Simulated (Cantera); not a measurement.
An isothermal, constant-pressure homogeneous reactor starts with C2H6 : N2 = 1 : 58 (molar parts), at 1098 K and 0.000168 atm. Integrator tolerance rtol = 1e-08.

Model: GRI-Mech 3.0 (53 species, 325 reactions), integrated in Cantera. GRI-Mech 3.0 stops at C3 and has no aromatics, soot or wall deposition, so with more carbon than oxygen in the feed, carbon stays in small species such as C2H2 where larger ones or solid carbon would form. Radical loss at walls, strong at low pressure, is not modelled.

| quantity | before | after |
|---|---|---|
| x(C2H6) at 100 s | 0.00195 (gas-phase equilibrium 6.70e-12) | 0.00451 (gas-phase equilibrium 7.41e-10) |
| x(CH4) at 100 s | 0.00381 (gas-phase equilibrium 2.38e-5) | 0.0210 (gas-phase equilibrium 0.000498) |
| x(CH3) at 100 s | 5.63e-5 (gas-phase equilibrium 4.59e-9) | 4.75e-5 (gas-phase equilibrium 4.82e-8) |
| x(C2H4) at 100 s | 0.0109 (gas-phase equilibrium 2.09e-6) | 0.0472 (gas-phase equilibrium 5.83e-5) |
| x(HCN) at 100 s | 2.60e-9 (gas-phase equilibrium 0.0218) | 4.43e-10 (gas-phase equilibrium 0.0528) |
| x(H2) at 100 s | 0.0128 (gas-phase equilibrium 0.0327) | 0.0527 (gas-phase equilibrium 0.130) |
| x(H) at 100 s | 6.09e-6 (gas-phase equilibrium 3.46e-7) | 5.36e-6 (gas-phase equilibrium 6.88e-7) |

Problem. Name the change that produced these shifts.
A. temperature 1098 to 1050 K
B. temperature 1098 to 1948 K
C. pressure from 0.000168 atm to 0.132 atm
D. C2H6 1 to 4.7 parts

Solution. D, C2H6 1 to 4.7 parts
